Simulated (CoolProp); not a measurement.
Saturation properties of octamethyltrisiloxane (MDM) (Tc = 565.4 K, pc = 14.38 bar, ω = 0.528).

Values from CoolProp's reference Helmholtz-energy equation of state, Thol 2017.

```json
[
 {"T (K)": "377.4", "p (bar)": "0.2326", "vapour density (kg/m³)": "1.799", "enthalpy of vaporisation (kJ/kg)": "173.1", "liquid cp (kJ/(kg K))": "[?]", "surface tension (mN/m)": "[?]"},
 {"T (K)": "381.7", "p (bar)": "[?]", "vapour density (kg/m³)": "2.075", "enthalpy of vaporisation (kJ/kg)": "171.4", "liquid cp (kJ/(kg K))": "1.993", "surface tension (mN/m)": "9.55"},
 {"T (K)": "386", "p (bar)": "0.3131", "vapour density (kg/m³)": "2.383", "enthalpy of vaporisation (kJ/kg)": "169.6", "liquid cp (kJ/(kg K))": "2.004", "surface tension (mN/m)": "[?]"},
 {"T (K)": "390.3", "p (bar)": "0.3610", "vapour density (kg/m³)": "2.727", "enthalpy of vaporisation (kJ/kg)": "167.9", "liquid cp (kJ/(kg K))": "[?]", "surface tension (mN/m)": "8.90"},
 {"T (K)": "394.6", "p (bar)": "0.4145", "vapour density (kg/m³)": "3.110", "enthalpy of vaporisation (kJ/kg)": "166.1", "liquid cp (kJ/(kg K))": "2.027", "surface tension (mN/m)": "8.58"},
 {"T (K)": "398.9", "p (bar)": "0.4742", "vapour density (kg/m³)": "3.534", "enthalpy of vaporisation (kJ/kg)": "164.3", "liquid cp (kJ/(kg K))": "2.038", "surface tension (mN/m)": "8.26"},
 {"T (K)": "403.2", "p (bar)": "0.5405", "vapour density (kg/m³)": "4.002", "enthalpy of vaporisation (kJ/kg)": "162.5", "liquid cp (kJ/(kg K))": "2.050", "surface tension (mN/m)": "7.95"},
 {"T (K)": "407.5", "p (bar)": "0.6138", "vapour density (kg/m³)": "4.519", "enthalpy of vaporisation (kJ/kg)": "160.6", "liquid cp (kJ/(kg K))": "2.062", "surface tension (mN/m)": "7.64"},
 {"T (K)": "411.8", "p (bar)": "0.6948", "vapour density (kg/m³)": "5.088", "enthalpy of vaporisation (kJ/kg)": "158.7", "liquid cp (kJ/(kg K))": "2.074", "surface tension (mN/m)": "[?]"},
 {"T (K)": "416", "p (bar)": "0.7818", "vapour density (kg/m³)": "5.698", "enthalpy of vaporisation (kJ/kg)": "156.9", "liquid cp (kJ/(kg K))": "2.085", "surface tension (mN/m)": "7.04"}
]
```

Question: Some entries are withheld; supply them.

Answer: 
- 377.4, liquid cp (kJ/(kg K)): 1.981
- 377.4, surface tension (mN/m): 9.88
- 381.7, p (bar): 0.2705
- 386, surface tension (mN/m): 9.22
- 390.3, liquid cp (kJ/(kg K)): 2.015
- 411.8, surface tension (mN/m): 7.33

It boils at 425.6 K under 1 atm.

Surface tension comes from a separate correlation (Mulero 2014), older than this fluid's equation and unchecked against measurements.
